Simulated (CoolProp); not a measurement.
The numbers come from the reference Helmholtz-energy equation of state, Thol 2018 in CoolProp.

**Question.** Give the vapour pressure (MPa), liquid density (kg/m³), vapour density (kg/m³), enthalpy of vaporisation (kJ/kg) of saturated hydrogen chloride at -60.15, -48.65, 32.25 °C.

**Answer.** 
```
T (°C)  p (MPa)  liquid density (kg/m³)  vapour density (kg/m³)  enthalpy of vaporisation (kJ/kg)
------  -------  ----------------------  ----------------------  --------------------------------
-60.15    0.347                    1120                    7.66                               415
-48.65    0.555                    1090                    11.9                               399
32.25      5.56                     763                     144                               208
```
